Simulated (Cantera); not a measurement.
A Cantera script and what it prints.

```python
import numpy as np
import cantera as ct

gas_names = """
    C CH CH2 CH3 CH2OH CH3O CH4 CH3OH CO CO2 COOH C2 C2H CHCO,ketyl C2H2,acetylene C2H2,vinylidene
    CH2CO,ketene C2H3,vinyl CH3CO,acetyl C2H4 C2H4O,ethylen CH3CHO,ethanal CH3COOH (HCOOH)2 C2H5 C2H6
    CH3OCH3 C2H5OH C2O C3 C3H3,propargyl C3H4,allene C3H4,propyne C3H4,cyclo- C3H5,allyl C3H6,propylene
    C3H6,cyclo- C3H6O C3H7,n-propyl C3H7,i-propyl C3H8 C3H8O,1propanol C3H8O,2propanol C3O2 C4 C4H2
    C4H4,1,3-cyclo- C4H6,butadiene C4H6,2-butyne C4H6,cyclo- C4H8,1-butene C4H8,cis2-buten
    C4H8,tr2-butene C4H8,isobutene C4H8,cyclo- (CH3COOH)2 C4H9,n-butyl C4H9,i-butyl C4H9,s-butyl
    C4H9,t-butyl C4H10,isobutane C4H10,n-butane C5 C5H6,1,3cyclo- C5H8,cyclo- C5H10,1-pentene
    C5H10,cyclo- C5H11,pentyl C5H11,t-pentyl C5H12,n-pentane C5H12,i-pentane CH3C(CH3)2CH3 C6H2
    C6H5,phenyl C6H5O,phenoxy C6H6 C6H5OH,phenol C6H10,cyclo- C6H12,1-hexene C6H12,cyclo- C6H13,n-hexyl
    C7H7,benzyl C7H8 C7H8O,cresol C7H14,1-heptene C7H15,n-heptyl C7H16,n-heptane C8H8,styrene
    C8H10,ethylbenz C8H16,1-octene C8H17,n-octyl C8H18,isooctane C8H18,n-octane C9H19,n-nonyl
    C10H8,naphthale C10H21,n-decyl C12H9,o-bipheny C12H10,bipheny H HCO HO2 H2 HCHO,formaldehy HCOOH H2O
    H2O2 O OH O2 O3
""".split()
cond_names = """
    C(gr) C6H6(L) C7H8(L) C8H18(L),n-octa H2O(s) H2O(L)
""".split()


def load(file, names, dense=False):
    # The tables refer to 1 bar. Condensed volumes are neglected.
    table = {s.name: s for s in ct.Species.list_from_file(file)}
    out = []
    for n in names:
        d = dict(table[n].input_data)
        d["thermo"] = dict(d["thermo"], **{"reference-pressure": 1e5})
        if dense:
            d["equation-of-state"] = {"model": "constant-volume", "density": "1e6 g/cm^3"}
        out.append(ct.Species.from_dict(d))
    return out


gas = ct.Solution(thermo="ideal-gas", species=load("nasa_gas.yaml", gas_names))
cond = {s.name: ct.Solution(thermo="fixed-stoichiometry", species=[s], name=s.name)
        for s in load("nasa_condensed.yaml", cond_names, dense=True)}
atoms = {
    'C2H5OH': {'C': 2, 'H': 6, 'O': 1},
    'CO2': {'C': 1, 'O': 2},
    'H2': {'H': 2},
}
top_T = {'C(gr)': 4500}  # K; cautious upper limits of use, not melting points


def equilibrate(T, P, feed):
    n = {}
    for name, mol in feed.items():
        for a, k in atoms[name].items():
            n[a] = n.get(a, 0.0) + k * mol
    gas.TPX = T, P, n
    mass = sum(n.values()) * gas.mean_molecular_weight
    gas.equilibrate("TP")
    valid = [c for c in cond.values() if c.min_temp <= T <= top_T.get(c.name, c.max_temp)]
    mix = ct.Mixture([(gas, mass / gas.mean_molecular_weight)] + [(c, 0.0) for c in valid])
    mix.T, mix.P = T, P
    mix.equilibrate("TP", solver="vcs", rtol=1e-11, max_steps=5000)
    return mix


results = []
feed = {'C2H5OH': 1, 'CO2': 0.42, 'H2': 1.7}  # mol
T = 800  # K
P = 1333.22  # Pa
mix = equilibrate(T, P, feed)
results.append((T, P, feed, dict(zip(mix.species_names, mix.species_moles))))
print(gas.report(threshold=0.0001))
for i in range(1, mix.n_phases):
    print(f"{mix.phase(i).name:16s} {mix.phase_moles(i):12.5e} mol")
```

It prints:

```
       temperature   800 K
          pressure   1333.2 Pa
           density   0.0018652 kg/m^3
  mean mol. weight   9.3058 kg/kmol
   phase of matter   gas

                          1 kg             1 kmol
                     ---------------   ---------------
          enthalpy       -3.4524e+06       -3.2128e+07  J
   internal energy       -4.1672e+06       -3.8779e+07  J
           entropy             23889        2.2231e+05  J/K
    Gibbs function       -2.2564e+07       -2.0997e+08  J
 heat capacity c_p            3402.5             31663  J/K
 heat capacity c_v              2509             23349  J/K

                      mass frac. Y      mole frac. X     chem. pot. / RT
                     ---------------   ---------------   ---------------
               CH4          0.016282         0.0094444           -44.473
                CO           0.54392           0.18071             -47.7
               CO2           0.20331           0.04299           -94.164
                H2           0.15727           0.72593           -21.618
               H2O          0.079228          0.040926           -68.082
     [ +105 minor]        1.6718e-08        5.1521e-09

C(gr)             1.02545e+00 mol
```

Method: chemical equilibrium by Gibbs-energy minimisation in Cantera with the NASA 1993 tables (ideal gas, pure condensed phases).
